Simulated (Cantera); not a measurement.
A perfectly stirred reactor is fed with H2 : O2 = 0.019 : 1 (molar parts), equivalence ratio 0.0095, at 420 Pa; it is held at 1300 K, and followed from long to short residence time.

Detailed kinetics in Cantera: the H2/O2 subset of GRI-Mech 3.0, which has no nitrogen chemistry. Radical loss at walls, strong at low pressure, is not modelled.

x: mole fraction; the columns are a selection and need not sum to one.

```json
[
 {"τ (s)": "0.58", "x H2": "0.000162", "x O2": "0.968", "x H2O": "0.0173", "x H": "0.000771", "x H2O2": "___"},
 {"τ (s)": "0.20", "x H2": "0.000268", "x O2": "0.966", "x H2O": "0.0169", "x H": "0.00103", "x H2O2": "___"},
 {"τ (s)": "0.070", "x H2": "0.000515", "x O2": "0.965", "x H2O": "0.0164", "x H": "0.00122", "x H2O2": "___"},
 {"τ (s)": "0.024", "x H2": "0.00117", "x O2": "0.966", "x H2O": "0.0155", "x H": "0.00142", "x H2O2": "___"},
 {"τ (s)": "0.0084", "x H2": "0.00278", "x O2": "0.967", "x H2O": "0.0135", "x H": "0.00157", "x H2O2": "___"},
 {"τ (s)": "0.0029", "x H2": "0.00663", "x O2": "0.971", "x H2O": "0.00968", "x H": "0.00138", "x H2O2": "___"},
 {"τ (s)": "0.0010", "x H2": "0.0150", "x O2": "0.978", "x H2O": "0.00266", "x H": "0.000411", "x H2O2": "___"}
]
```

Question: Fill in the missing entries.

Answer: 
- 0.58, x H2O2: 8.89e-9
- 0.20, x H2O2: 9.71e-9
- 0.070, x H2O2: 1.13e-8
- 0.024, x H2O2: 1.46e-8
- 0.0084, x H2O2: 1.97e-8
- 0.0029, x H2O2: 2.28e-8
- 0.0010, x H2O2: 7.56e-9
